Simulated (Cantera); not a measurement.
A closed system holds: 1 mol MgO, 1.2 mol N2, held at 0.0990 bar.

These are equilibrium values from Cantera (NASA tables, ideal gas, pure condensed phases), not measurements of a reactor. Candidate condensed phases: Mg, MgO; 13 gas species. Kinetics and transport are ignored.

### Question
At 2673 K, list the 6 most abundant gas species with their mole fractions, and the condensed phases.

### Answer
N2 0.896, Mg 0.0588, O2 0.0178, O 0.0136, NO 0.00949, MgO 0.00394. Condensed: MgO(s).
